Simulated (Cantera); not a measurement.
A perfectly stirred reactor is fed with H₂ : O₂ = 0.0082 : 1 (molar parts), equivalence ratio 0.0041, at 6.08 Torr; it is held at 1473 K, and followed from long to short residence time.

Computed with Cantera and GRI-Mech 3.0 (53 species, 325 reactions). Radical loss at walls, strong at low pressure, is not modelled.

x: mole fraction; the columns are a selection and need not sum to one.

```
τ (s)       x H₂   x O₂      x OH      x O    x H₂O   x H₂O₂       x H
------  --------  -----  --------  -------  -------  -------  --------
25       5.53e-6  0.990  0.000518  0.00115  0.00789  1.40e-9   1.08e-5
7.9      1.05e-5  0.989  0.000711  0.00219  0.00778  2.00e-9   2.84e-5
2.5      1.86e-5  0.988  0.000921  0.00371  0.00764  2.60e-9   6.25e-5
0.81     3.08e-5  0.986   0.00110  0.00528  0.00751  3.06e-9  0.000106
0.26     5.42e-5  0.985   0.00122  0.00635  0.00740  3.38e-9  0.000142
0.082   0.000117  0.984   0.00132  0.00677  0.00727  3.71e-9  0.000166
0.026        [?]  0.984       [?]  0.00669  0.00700      [?]       [?]
0.0083  0.000822  0.985   0.00176  0.00606  0.00632  5.46e-9  0.000218
0.0026       [?]  0.986       [?]      [?]      [?]      [?]  0.000221
```

Q: Complete the blanks.

A: 
- 0.026, x H₂: 0.000301
- 0.026, x OH: 0.00148
- 0.026, x H₂O₂: 4.33e-9
- 0.026, x H: 0.000189
- 0.0026, x H₂: 0.00226
- 0.0026, x OH: 0.00198
- 0.0026, x O: 0.00454
- 0.0026, x H₂O: 0.00478
- 0.0026, x H₂O₂: 6.46e-9
